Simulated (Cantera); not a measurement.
Cantera with NASA thermochemical tables; ideal gases at 1 bar, condensed phases pure. Values are per mole of reaction as written; species without (g) are pure solids or liquids, kept so even where they would boil at 1 bar.

O2(g) + 4 VO2(g) = 2 V2O5, with ΔH° = -2170.6 kJ and ΔS° = -1004.7 J/K at 300 K.

### Question
How far is the shortcut ΔG° ≈ ΔH°(300 K) − T·ΔS°(300 K) from the full temperature-dependent value at 373, 573, 773, 973, 1173, 1373, 1573, 1773, 1973, 2173, 2373 K?

### Answer
```csv
T (K),shortcut (kJ),full (kJ),difference (kJ),difference in log10 K,condensed phases
373,-1795.8,-1796.3,0.5,-0.07,V2O5(s)
573,-1594.9,-1602.2,7.3,-0.67,V2O5(s)
773,-1393.9,-1414.7,20.8,-1.40,V2O5(s)
973,-1193.0,-1236.6,43.6,-2.34,V2O5(l)
1173,-992.0,-1086.6,94.6,-4.21,V2O5(l)
1373,-791.1,-940.8,149.7,-5.70,V2O5(l)
1573,-590.1,-798.5,208.3,-6.92,V2O5(l)
1773,-389.2,-659.1,269.9,-7.95,V2O5(l)
1973,-188.2,-522.3,334.0,-8.84,V2O5(l)
2173,12.7,-387.8,400.5,-9.63,V2O5(l)
2373,213.6,-255.4,469.0,-10.32,V2O5(l)
```
The shortcut ignores heat capacities and the phase changes listed.
